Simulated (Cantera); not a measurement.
Charge: 1 mol CH₃F, 1 mol HCl, at 1975 °C and 330 Pa.

Equilibrium computed with Cantera from the NASA thermochemical tables; the gas is ideal and each condensed phase is pure. Candidate condensed phases: C, C₆H₆, C₇H₈, C₈H₁₈; 118 gas species. Rates play no part.

Base state: HF 0.314, H₂ 0.301, HCl 0.269, H 0.0702, Cl 0.0454, C₂H₂ (acetylene) 0.000997, F 7.39e-5 (mole fractions); condensed: C(graphite).

Task: What changes in the equilibrium state with this change: pressure from 330 Pa to 30000 Pa?

Result: 
```csv
species,before,after
HF,0.314,0.331
H₂,0.301,0.329
HCl,0.269,0.326
H,0.0702,0.00770
Cl,0.0454,0.00552
F,7.39e-5,7.81e-6
C₂H₂ (acetylene),0.000997,0.00109
"C(graphite), mol",0.994,0.993
```
